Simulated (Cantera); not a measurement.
# Thermodynamics of silicon nitride deposition, feed SiHCl3 + N2 + H2

Feed: 1 mol SiHCl3, 0.49 mol N2, a varied amount of H2, equilibrated at 1675 K and 13.3 mbar.

These are equilibrium values from Cantera (NASA tables, ideal gas, pure condensed phases), not measurements of a reactor. Candidate condensed phases: NH4Cl, Si, Si3N4; 28 gas species. The tables' values for SiCl3, SiCl are old estimates; treat these amounts as uncertain. Gases not in the tables: Si2H6 and higher silanes. Kinetics and transport are ignored.

| n(H2) (mol) | x H2 | x SiCl2 | x HCl | x N2 | x SiCl3 | x H | n Si(s) |
|---|---|---|---|---|---|---|---|
| 2.1 | 0.463 | 0.211 | 0.211 | 0.107 | 0.00688 | 0.000684 | 0 |
| 3.1 | 0.558 | 0.174 | 0.174 | 0.0878 | 0.00429 | 0.000751 | 0 |
| 4.7 | 0.647 | 0.129 | 0.152 | 0.0682 | 0.00256 | 0.000809 | 0.0555 |
| 7 | 0.723 | 0.0889 | 0.133 | 0.0516 | 0.00147 | 0.000855 | 0.140 |
| 11 | 0.797 | 0.0549 | 0.110 | 0.0363 | 0.000713 | 0.000898 | 0.247 |
| 16 | 0.846 | 0.0351 | 0.0907 | 0.0265 | 0.000365 | 0.000925 | 0.342 |
| 24 | 0.888 | 0.0206 | 0.0713 | 0.0185 | 0.000165 | 0.000948 | 0.446 |
| 36 | 0.920 | 0.0116 | 0.0544 | 0.0127 | 6.93e-5 | 0.000965 | 0.547 |
x: gas mole fraction; n: condensed amount in mol.

From 2.1 mol H2 to 3.1 mol H2 nothing is condensed. From 4.7 mol H2 to 36 mol H2 the condensed part is Si(s). The main Si-bearing gas is SiCl2 throughout.
